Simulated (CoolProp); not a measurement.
Vapour-liquid equilibrium of CH2F2 (R32) (1) + R123 (2) at 14.35 °C; x and y are mole fractions of (1).

The numbers come from the multi-fluid Helmholtz-energy mixture model, Tillner-Roth 1997 and Younglove 1994; pair parameters Bell 2016 in CoolProp.

| x | bubble pressure, mixture model (MPa) | bubble pressure, Raoult's law (MPa) | y, mixture model | y, Raoult's law |
|---|---|---|---|---|
| 0.05 | 0.1354 | 0.1203 | 0.560 | 0.522 |
| 0.2 | 0.3517 | 0.2998 | 0.843 | 0.839 |
| 0.35 | 0.5429 | 0.4793 | 0.908 | 0.918 |
| 0.5 | 0.7079 | 0.6588 | 0.938 | 0.954 |
| 0.65 | 0.8583 | 0.8383 | 0.957 | 0.975 |
| 0.8 | 1.012 | 1.018 | 0.975 | 0.988 |
| 0.95 | 1.189 | 1.197 | 0.993 | 0.997 |

The largest gap from Raoult's law is +17.3 % in bubble pressure, at x = 0.2. No azeotrope shows between x = 0.05 and 0.95.

Pair parameters are fitted to limited data, so mixtures are less certain than the pure fluids. The gap from Raoult's law changes sign with composition, which may be real or a fault of the pair parameters; it wasn't checked against measurements.
